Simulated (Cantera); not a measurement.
Calcination and drying: MgSO4 + H2 + CO2

A closed system holds: 1 mol MgSO4, 0.082 mol H2, 0.031 mol CO2, held at 1848.15 K and 13.0 mbar.

Cantera equilibrium calculation (NASA polynomials, part measured and part estimated; ideal gas, pure solids and liquids). Candidate condensed phases: C, C6H6, C7H8, C8H18, H2O, H2SO4, Mg, MgCO3, MgO, Mg(OH)2, MgS, MgSO4, S; 130 gas species. Equilibrium is a limit: real reactors are often held back by kinetics, nucleation or transport.

The x(SO2) comes out as 0.635 and the x(O2) is 0.291. The x(H2O) is 0.0510, the x(CO2) comes out as 0.0196 and the x(OH) is 0.00210. The x(O) is 0.000897 and the x(SO3) is 0.000348. The x(SO) comes out as 0.000346, the x(CO) is 0.000107 and the n(MgO(s)) is 1.000 mol. The gas amount comes out as 1.574 mol, the log10 activity of S(l) (absent) is -7.56 and the log10 activity of Mg(l) (absent) is -9.96. The log10 activity of C(graphite) (absent) is -12.37.
